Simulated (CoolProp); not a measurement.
Vapour-liquid equilibrium of carbon dioxide (1) + C2F6 (R116) (2) at 1250 kPa; x and y are mole fractions of (1).

Model: multi-fluid Helmholtz-energy mixture model, Span 1996 and Lemmon 2006; pair parameters Bell 2016, in CoolProp.

**Question.** Give the bubble temperature and the first vapour's composition at x = 0.2, 0.65, 0.95. Is there an azeotrope?

**Answer.** x = 0.2: -26.9 °C, y = 0.398; x = 0.65: -36.9 °C, y = 0.719; x = 0.95: -35.6 °C, y = 0.909. y crosses x between x = 0.65 and 0.8: the model has an azeotrope there.

The pair parameters rest on a limited set of measurements; away from them the model extrapolates.
